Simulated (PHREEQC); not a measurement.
**Nickel, zinc or cadmium bath (model solution)**

Make-up at 20 °C: 0.32 mol/kgw Ni(NO3)2, 0.0062 mol/kgw KCl and 0.027 mol/kgw MnSO4. Closed to the air; pH follows from the charge balance.

Equilibrium calculation in PHREEQC: ion-association model, wateq4f.dat.

Each row changes one thing in this solution. No solid was allowed to form.

```tsv
case	pH	ionic strength (mol/kgw)	Mn+2 (mol/kgw)	SO4-2 (mol/kgw)	MnSO4 (mol/kgw)	HSO4- (mol/kgw)	SI of Pyrochroite (Mn(OH)2)
as made	5.51	0.986	0.0242	0.00704	0.000717	4.75e-7	-6.49
Ni(NO3)2 left out	6.53	0.0777	0.0179	0.0178	0.00891	2.35e-7	-4.25
KCl replaced by KHSO4 at the same molality	2.39	0.983	0.0241	0.00852	0.000867	0.000758	-12.73
MnSO4 from 0.027 to 0.135 mol/kgw	5.62	1.09	0.111	0.0371	0.0158	1.90e-6	-5.63
Ni(NO3)2 replaced by KNO3 at the same molality	6.53	0.404	0.0226	0.0165	0.00333	1.42e-7	-4.37
KCl left out	5.51	0.982	0.0242	0.00704	0.000721	4.76e-7	-6.49
```

The ionic strength passes 0.7 mol/kgw, the rough limit of the ion-association models, in as made; KCl replaced by KHSO4 at the same molality; MnSO4 from 0.027 to 0.135 mol/kgw; KCl left out.
